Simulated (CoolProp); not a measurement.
Vapour-liquid equilibrium of n-heptane (1) + ethylbenzene (2) at 85.35 °C; x and y are mole fractions of (1).

The numbers come from the multi-fluid Helmholtz-energy mixture model, Span 2003 and Zhou 2012; pair parameters Bell 2016 in CoolProp.

| x | bubble pressure (MPa) | y at the bubble point | dew pressure at overall composition x (MPa) | liquid density (mol/L) |
|---|---|---|---|---|
| 0.05 | ___ | 0.188 | 0.02135 | ___ |
| 0.15 | 0.03048 | 0.419 | ___ | 7.382 |
| 0.25 | 0.03607 | 0.559 | 0.02553 | 7.231 |
| 0.35 | 0.04107 | 0.656 | ___ | 7.086 |
| 0.45 | 0.04565 | ___ | 0.03157 | 6.945 |
| 0.55 | 0.04994 | 0.790 | 0.03566 | ___ |
| 0.65 | 0.05403 | 0.843 | 0.04074 | 6.677 |
| 0.75 | 0.05802 | 0.890 | 0.04703 | 6.550 |
| 0.85 | 0.06198 | ___ | 0.05464 | ___ |
| 0.95 | 0.06595 | 0.978 | 0.06335 | 6.309 |

Task: Complete the blanks.

Result: 
- 0.05, bubble pressure (MPa): 0.02408
- 0.05, liquid density (mol/L): 7.537
- 0.15, dew pressure at overall composition x (MPa): 0.02326
- 0.35, dew pressure at overall composition x (MPa): 0.02825
- 0.45, y at the bubble point: 0.730
- 0.55, liquid density (mol/L): 6.809
- 0.85, y at the bubble point: 0.935
- 0.85, liquid density (mol/L): 6.428

No azeotrope shows between x = 0.05 and 0.95.

Pair parameters are fitted to limited data, so mixtures are less certain than the pure fluids.
